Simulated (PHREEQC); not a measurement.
PHREEQC input (ion-association model, wateq4f.dat):

```
SOLUTION_MASTER_SPECIES
  An  An-  0  An  62.0  # stands for a non-complexing anion
SOLUTION_SPECIES
  An- = An-
    -log_k 0
    -gamma 3.0 0
PHASES
  Fix_H+
    H+ = H+
    -log_k 0
SOLUTION 1
  temp 25
  units mmol/kgw
  pH 7 charge
  B 0.11
  F 0.0048
  Na 1.0048
  An 1
END
SELECTED_OUTPUT 1
  -reset false
  -pH true
  -pe true
  -ionic_strength true
  -water true
  -totals B F Na
  -molalities Hfo_wOH Hfo_wOH2+ Hfo_wO- Hfo_sOH Hfo_sOH2+ Hfo_sO- Hfo_wF Hfo_wOHF- Hfo_wH2BO3
USER_PUNCH 1
  -headings sigma psi
  10 PUNCH EDL("sigma", "Hfo"), EDL("psi", "Hfo")
PRINT
  -reset false
USE solution 1
SURFACE 1
  Hfo_wOH 3.59551e-05 600 0.016
  Hfo_sOH 8.98876e-07
EQUILIBRIUM_PHASES 1
  Fix_H+ -3 HAn 10
    -force_equality true
  O2(g) -0.68 10
END
# ... the last block is repeated for the other 12 points of pH, with NaOH or the acid as the point needs
```

Selected output (columns that matter, 13 of 13 rows; pH added in front):

```
pH	mu	B	F	Na	m_Hfo_wOH	m_Hfo_wOH2+	m_Hfo_wO-	m_Hfo_sOH	m_Hfo_sOH2+	m_Hfo_sO-	m_Hfo_wF	m_Hfo_wOHF-	sigma	psi
3	0.0020643	0.00011	1.2761e-06	0.0010048	8.8693e-06	2.3481e-05	7.6747e-08	2.4586e-07	6.5089e-07	2.1274e-09	2.2233e-06	1.3006e-06	0.2287	0.22877
3.5	0.0013412	0.00010999	1.0626e-06	0.0010048	1.4602e-05	1.7327e-05	2.8193e-07	4.0749e-07	4.8352e-07	7.8674e-09	1.6213e-06	2.1162e-06	0.15483	0.21981
4	0.0011136	0.00010999	1.3423e-06	0.0010048	1.8846e-05	1.3017e-05	6.2509e-07	5.2143e-07	3.6015e-07	1.7294e-08	1.0664e-06	2.3912e-06	0.10397	0.20413
4.5	0.001041	0.00010999	1.9832e-06	0.0010048	2.2027e-05	9.9888e-06	1.1127e-06	5.9766e-07	2.7103e-07	3.0192e-08	6.3798e-07	2.1788e-06	0.069737	0.18536
5	0.0010174	0.00010999	2.8549e-06	0.0010048	2.4443e-05	7.8011e-06	1.7545e-06	6.4624e-07	2.0625e-07	4.6387e-08	3.3234e-07	1.6128e-06	0.046173	0.16481
5.5	0.0010095	0.00010999	3.7072e-06	0.0010048	2.6086e-05	6.2836e-06	2.4808e-06	6.7282e-07	1.6207e-07	6.3987e-08	1.4709e-07	9.4574e-07	0.029703	0.14246
6	0.0010067	0.00010999	4.3046e-06	0.0010048	2.6986e-05	5.3327e-06	3.1285e-06	6.8432e-07	1.3523e-07	7.9333e-08	5.6053e-08	4.3932e-07	0.018301	0.11797
6.5	0.0010057	0.00010999	4.6101e-06	0.0010048	2.7378e-05	4.7913e-06	3.5837e-06	6.8831e-07	1.2046e-07	9.01e-08	1.9278e-08	1.7061e-07	0.010728	0.091511
7	0.0010052	0.00010999	4.734e-06	0.0010048	2.7522e-05	4.4924e-06	3.8625e-06	6.8955e-07	1.1256e-07	9.6774e-08	6.2951e-09	5.9728e-08	0.0058897	0.063723
7.5	0.001007	0.00010999	4.7781e-06	0.0010068	2.757e-05	4.3188e-06	4.032e-06	6.8991e-07	1.0807e-07	1.009e-07	2.0129e-09	1.9901e-08	0.0027549	0.035202
8	0.001012	0.00010999	4.7929e-06	0.001012	2.7585e-05	4.2009e-06	4.1497e-06	6.9e-07	1.0508e-07	1.038e-07	6.3882e-10	6.4968e-09	0.00046238	0.0063496
8.5	0.0010256	0.00010999	4.7977e-06	0.0010257	2.7589e-05	4.0949e-06	4.2582e-06	6.8997e-07	1.0241e-07	1.0649e-07	2.022e-10	2.1098e-09	-0.0017038	-0.022568
9	0.0010565	0.00010999	4.7992e-06	0.0010568	2.7585e-05	3.964e-06	4.3975e-06	6.8979e-07	9.9123e-08	1.0997e-07	6.3918e-11	6.8888e-10	-0.0044739	-0.051316
```

Real BF4- forms and hydrolyses slowly; the run takes it at equilibrium. The oxide is taken as insoluble; below pH 4 it would dissolve.
